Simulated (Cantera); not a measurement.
# NO annealing gas

An isothermal, constant-pressure homogeneous reactor starts with 22.2 % NO, 77.8 % N₂, at 1975 K and 0.132 atm.

Computed with Cantera and GRI-Mech 3.0 (53 species, 325 reactions).

| t (s) | x NO | x N₂ | x NO₂ | x O | x O₂ | x N₂O |
|---|---|---|---|---|---|---|
| 0.000300 | 0.222 | 0.778 | 8.51e-8 | 1.90e-6 | 1.14e-8 | 1.83e-6 |
| 0.000724 | 0.222 | 0.778 | 4.04e-7 | 4.63e-6 | 6.76e-8 | 4.17e-6 |
| 0.00175 | 0.222 | 0.778 | 1.61e-6 | 1.17e-5 | 4.30e-7 | 8.79e-6 |
| 0.00421 | 0.222 | 0.778 | 5.27e-6 | 3.10e-5 | 3.20e-6 | 1.57e-5 |
| 0.0102 | 0.222 | 0.778 | 1.27e-5 | 7.17e-5 | 2.64e-5 | 2.11e-5 |
| 0.0245 | 0.222 | 0.778 | 1.76e-5 | 0.000101 | 0.000150 | 2.18e-5 |
| 0.0591 | 0.221 | 0.778 | 1.87e-5 | 0.000107 | 0.000503 | 2.16e-5 |
| 0.143 | 0.219 | 0.779 | 2.05e-5 | 0.000116 | 0.00137 | 2.11e-5 |
| 0.344 | 0.215 | 0.781 | 2.42e-5 | 0.000136 | 0.00353 | 2.01e-5 |
| 0.829 | 0.204 | 0.787 | 3.09e-5 | 0.000176 | 0.00899 | 1.78e-5 |
| 2.00 | 0.177 | 0.800 | 3.92e-5 | 0.000248 | 0.0226 | 1.30e-5 |
x: mole fraction; the columns are a selection and need not sum to one.

Equilibrium at this temperature and pressure: NO 0.00546, N₂ 0.886, NO₂ 2.57e-6, O 0.000499, O₂ 0.108, N₂O 1.19e-7 (gas phase only).
